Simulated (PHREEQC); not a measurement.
A PHREEQC input (ion-association model, phreeqc.dat):

```
SOLUTION 1
  temp 25
  units mg/kgw
  pH 6.91
  pe 9.1
  Na 0.015
  K 0.00116 charge
  Ca 0.125
  Mg 0.0217
  Cl 0.0284
  S(6) 0.0226 as SO4
  Alkalinity 0.44 as HCO3
  Li 1.08e-05
  Pb 0.0183
END
USE solution 1
EQUILIBRIUM_PHASES 1
  Gypsum 0 0
  CO2(g) -2.5 10
END
```

It stops with these messages:

```
WARNING: Maximum iterations exceeded, 100
WARNING: Maximum iterations exceeded, 100
WARNING: The program has failed to converge to a numerical solution.
ERROR:           Alkalinity has not converged. Total: 7.210857e-06	Calculated: 7.581741e-06	Residual: -3.708836e-07
ERROR: Is non-carbonate alkalinity greater than total alkalinity?
ERROR: Model failed to converge for initial solution  1.
```

### Question
Find the cause and the fix.

### Answer
The fault: charge balance asked on the minor ion K. The line should read `K 0.00116` where the input has `K 0.00116 charge`. With the mend the run ends at pH 5.38 and ionic strength 1.72e-5 mol/kgw.
